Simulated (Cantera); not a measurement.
Feed: 1 mol CHF₃, 1.9 mol CH₄, 3.9 mol H₂, at 1400 °C and 660 Pa.

Cantera equilibrium calculation (NASA polynomials, part measured and part estimated; ideal gas, pure solids and liquids). Candidate condensed phases: C, C₆H₆, C₇H₈, C₈H₁₈; 95 gas species. Equilibrium is a limit: real reactors are often held back by kinetics, nucleation or transport.

Q: What is the equilibrium state?

A: 
- x(H₂): 0.690
- x(HF): 0.309
- x(H): 0.00117
- x(C₂H₂ (acetylene)): 3.94e-5
- x(CH₄): 3.81e-6
- n(C(graphite)): 2.90 mol
- gas amount: 9.706 mol
